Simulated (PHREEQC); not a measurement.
## Buffer: speciation

A solution holds 0.0073 mol/kgw KHCO3 and 0.062 mol/kgw Na2HPO4, at 15 °C. Closed to the air; pH follows from the charge balance.

The numbers come from PHREEQC with the ion-association model, phreeqc.dat.

```
Quantity                      Value
--------------------  -------------
pH                             8.82
ionic strength        0.184 mol/kgw
specific conductance     7210 µS/cm
density                 1.008 g/cm³
total alkalinity        69.3 meq/kg
```

| species | molality | activity | log γ |
|---|---|---|---|
| Na+ | 0.119 | 0.0902 | -0.122 |
| HPO4-2 | 0.0570 | 0.0178 | -0.506 |
| K+ | 0.00707 | 0.00510 | -0.142 |
| HCO3- | 0.00649 | 0.00490 | -0.122 |
| NaHPO4- | 0.00414 | 0.00312 | -0.122 |
| H2PO4- | 0.000601 | 0.000453 | -0.122 |
| CO3-2 | 0.000377 | 0.000122 | -0.490 |
| NaHCO3 | 0.000252 | 0.000263 | 0.018 |
| KHPO4- | 0.000234 | 0.000177 | -0.122 |
| NaCO3- | 0.000162 | 0.000122 | -0.123 |
| PO4-3 | 7.59e-5 | 4.36e-6 | -1.241 |
| CO2 | 1.85e-5 | 1.93e-5 | 0.018 |
| OH- | 4.22e-6 | 3.02e-6 | -0.144 |
| H+ | 1.86e-9 | 1.49e-9 | -0.095 |

Precipitation was switched off in this run.
